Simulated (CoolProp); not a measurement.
Vapour-liquid equilibrium of R143a (1) + fluoroethane (R161) (2) at 0.49 MPa; x and y are mole fractions of (1).

Values from CoolProp's multi-fluid Helmholtz-energy mixture model, Lemmon and Jacobsen 2000 and Wu 2012; pair parameters Bell 2016.

```
x     bubble temperature (K)  y at the bubble point  dew temperature at overall composition x (K)  liquid density (mol/L)
----  ----------------------  ---------------------  --------------------------------------------  ----------------------
0.05                   276.0                  0.069                                         276.2                   15.48
0.15                   274.6                  0.198                                         275.1                   15.13
0.25                   273.3                  0.316                                         274.0                   14.78
0.35                   272.1                  0.425                                         272.9                   14.44
0.45                   271.0                  0.526                                         271.9                   14.12
0.55                   270.0                  0.622                                         270.8                   13.80
0.65                   269.0                  0.713                                         269.7                   13.49
0.75                   268.0                  0.799                                         268.6                   13.19
0.85                   267.1                  0.882                                         267.5                   12.90
0.95                   266.3                  0.961                                         266.4                   12.62
```

No azeotrope shows between x = 0.05 and 0.95.

The pair parameters rest on a limited set of measurements; away from them the model extrapolates.
